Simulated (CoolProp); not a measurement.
Vapour-liquid equilibrium of p-xylene (1) + n-nonane (2) at 0.00569 MPa; x and y are mole fractions of (1).

Model: multi-fluid Helmholtz-energy mixture model, Zhou 2012 and Lemmon 2006; pair parameters Bell 2016, in CoolProp.

```tsv
x	bubble temperature, mixture model (K)	bubble temperature, Raoult's law (K)	y, mixture model	y, Raoult's law
0.05	339.9	340.1	___	0.081
0.2	___	338.0	0.308	0.298
0.35	335.5	336.0	___	0.479
0.5	333.8	334.2	0.628	0.632
0.65	___	332.5	___	0.763
0.8	330.8	330.9	___	0.874
0.95	329.4	329.4	0.969	0.971
```

Some entries are withheld; supply them.


- 0.05, y, mixture model: 0.089
- 0.2, bubble temperature, mixture model (K): 337.5
- 0.35, y, mixture model: 0.482
- 0.65, bubble temperature, mixture model (K): 332.2
- 0.65, y, mixture model: 0.755
- 0.8, y, mixture model: 0.868

The largest gap from Raoult's law is -0.5 K in bubble temperature, at x = 0.35. No azeotrope shows between x = 0.05 and 0.95.

Pair parameters are fitted to limited data, so mixtures are less certain than the pure fluids.
